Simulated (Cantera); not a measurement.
Cantera run:

```python
import numpy as np
import cantera as ct

gas_names = """
    H HO2 H2 H2O H2O2 O OH O2 O3 Zr ZrO ZrO2
""".split()
cond_names = """
    H2O(s) H2O(L) Zr(a) Zr(b) Zr(L) ZrO2(a) ZrO2(b) ZrO2(L)
""".split()


def load(file, names, dense=False):
    # The tables refer to 1 bar. Condensed volumes are neglected.
    table = {s.name: s for s in ct.Species.list_from_file(file)}
    out = []
    for n in names:
        d = dict(table[n].input_data)
        d["thermo"] = dict(d["thermo"], **{"reference-pressure": 1e5})
        if dense:
            d["equation-of-state"] = {"model": "constant-volume", "density": "1e6 g/cm^3"}
        out.append(ct.Species.from_dict(d))
    return out


gas = ct.Solution(thermo="ideal-gas", species=load("nasa_gas.yaml", gas_names))
cond = {s.name: ct.Solution(thermo="fixed-stoichiometry", species=[s], name=s.name)
        for s in load("nasa_condensed.yaml", cond_names, dense=True)}
atoms = {
    'ZrO2': {'Zr': 1, 'O': 2},
    'H2': {'H': 2},
    'H2O': {'H': 2, 'O': 1},
}
top_T = {}  # K; cautious upper limits of use, not melting points


def equilibrate(T, P, feed):
    n = {}
    for name, mol in feed.items():
        for a, k in atoms[name].items():
            n[a] = n.get(a, 0.0) + k * mol
    gas.TPX = T, P, n
    mass = sum(n.values()) * gas.mean_molecular_weight
    gas.equilibrate("TP")
    valid = [c for c in cond.values() if c.min_temp <= T <= top_T.get(c.name, c.max_temp)]
    mix = ct.Mixture([(gas, mass / gas.mean_molecular_weight)] + [(c, 0.0) for c in valid])
    mix.T, mix.P = T, P
    mix.equilibrate("TP", solver="vcs", rtol=1e-11, max_steps=5000)
    return mix


results = []
feed = {'ZrO2': 1, 'H2': 51, 'H2O': 0.44}  # mol
P = 12  # Pa
for T in [1323, 1423, 1523, 1623, 1723, 1823, 1923]:
    mix = equilibrate(T, P, feed)
    results.append((T, P, feed, dict(zip(mix.species_names, mix.species_moles))))
    x = sorted(zip(gas.X, gas.species_names), reverse=True)
    print(f"T = {T:g} K  P = {P:g} Pa  gas = {mix.phase_moles(0):.4g} mol")
    print("   x: " + "  ".join(f"{s} {v:.3e}" for v, s in x if v > 0.0001))
    print("   condensed (mol): " + ("  ".join(f"{mix.phase(i).name} {mix.phase_moles(i):.4g}"
          for i in range(1, mix.n_phases) if mix.phase_moles(i) > 1e-12) or "none"))
```

Output:

```
T = 1323 K  P = 12 Pa  gas = 51.44 mol
   x: H2 9.913e-01  H2O 8.553e-03  H 1.441e-04
   condensed (mol): ZrO2(a) 1
T = 1423 K  P = 12 Pa  gas = 51.46 mol
   x: H2 9.908e-01  H2O 8.551e-03  H 6.036e-04
   condensed (mol): ZrO2(a) 1
T = 1523 K  P = 12 Pa  gas = 51.49 mol
   x: H2 9.894e-01  H2O 8.544e-03  H 2.099e-03
   condensed (mol): ZrO2(b) 1
T = 1623 K  P = 12 Pa  gas = 51.6 mol
   x: H2 9.852e-01  H2O 8.525e-03  H 6.263e-03
   condensed (mol): ZrO2(b) 1
T = 1723 K  P = 12 Pa  gas = 51.87 mol
   x: H2 9.751e-01  H 1.644e-02  H2O 8.475e-03
   condensed (mol): ZrO2(b) 1
T = 1823 K  P = 12 Pa  gas = 52.45 mol
   x: H2 9.530e-01  H 3.861e-02  H2O 8.364e-03
   condensed (mol): ZrO2(b) 1
T = 1923 K  P = 12 Pa  gas = 53.64 mol
   x: H2 9.098e-01  H 8.202e-02  H2O 8.135e-03
   condensed (mol): ZrO2(b) 1
```

Method: chemical equilibrium by Gibbs-energy minimisation in Cantera with the NASA 1993 tables (ideal gas, pure condensed phases).
